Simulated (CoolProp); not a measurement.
Properties of dry air along the isobar 20500 kPa (Tc = 132.5 K, pc = 3786 kPa, ω = 0.034).

Model: reference Helmholtz-energy equation of state, Lemmon 2000, in CoolProp. It is a pseudo-pure fit of the blend.

```csv
T (K),phase,density (kg/m³),speed of sound (m/s),expansivity (1/kK)
117.4,liquid,768.7,733.5,5.325
146,supercritical,644.8,563.7,7.045
174.7,supercritical,514.1,448.4,8.535
203.3,supercritical,403.6,400.1,8.049
231.9,supercritical,327.5,391.5,6.559
260.5,supercritical,276.6,398.0,5.303
289.1,supercritical,240.9,409.5,4.409
317.7,supercritical,214.4,422.7,3.769
346.4,supercritical,193.8,436.2,3.296
375,supercritical,177.4,449.6,2.935
```
